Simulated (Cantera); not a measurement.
## Hydrogen reduction and annealing atmospheres: Ta2O5 + H2

Charge: 1 mol Ta2O5, a varied amount of H2, held at 0.0530 bar.

These are equilibrium values from Cantera (NASA tables, ideal gas, pure condensed phases), not measurements of a reactor. Candidate condensed phases: H2O, Ta, Ta2O5; 12 gas species. Mutual solubility and eutectic melting of coexisting phases are not modelled. Condensed phases not in the tables: N, O or C dissolved in the metal. Rates play no part.

Stable condensed phases:

```
T in K \ n(H2) in mol
         1.3 2.2 3.7 6.3  11  18  30  51  85 140 240
   2000    A   A   A   A   A   A   A   A   A   A   A
   1950    A   A   A   A   A   A   A   A   A   A   A
   1900    A   A   A   A   A   A   A   A   A   A   A
   1850    A   A   A   A   A   A   A   A   A   A   A
   1800    A   A   A   A   A   A   A   A   A   A   A
   1750    A   A   A   A   A   A   A   A   A   A   A
   1700    A   A   A   A   A   A   A   A   A   A   A
   1650    B   A   A   A   A   A   A   A   A   A   A
   1600    B   B   A   A   A   A   A   A   A   A   A
   1550    B   B   A   A   A   A   A   A   A   A   A
   1500    B   B   B   A   A   A   A   A   A   A   A
   1450    B   B   B   B   A   A   A   A   A   A   A
   1400    B   B   B   B   B   A   A   A   A   A   A
```

A: Ta + Ta2O5; B: Ta2O5.
